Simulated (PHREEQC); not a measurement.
Make-up at 41 °C: 0.26 mol CuSO4, 0.00019 mol HNO3 and 0.00044 mol NaCl per kg of water. Closed to the air; pH follows from the charge balance.

Computed with PHREEQC (ion-association model, phreeqc.dat).

No solid was allowed to form.

Predict the pH.

pH 4.14.

In which forms is Cl present?

Cl- 86 %, CuCl+ 14 % of the Cl.

Species that the database lacks are ignored. At this temperature some constants are extrapolated from 25 °C, and those without enthalpy data are left unchanged.
